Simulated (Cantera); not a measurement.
Hydrogen reduction and annealing atmospheres: PbO + H2

Charge: 1 mol PbO, 330 mol H2, equilibrated at 1048 K and 1.28 Torr.

Method: chemical equilibrium by Gibbs-energy minimisation in Cantera with the NASA 1993 tables (ideal gas, pure condensed phases). Candidate condensed phases: H2O, Pb, PbO, PbO2, Pb3O4; 12 gas species. Rates play no part.

```yaml
x(H2): 0.994
x(H2O): 0.00302
x(Pb): 0.00302
gas_amount: 331.0 mol
log10 activity of Pb(l) (absent): -0.94
log10 activity of PbO2(s) (absent): -21.46
```
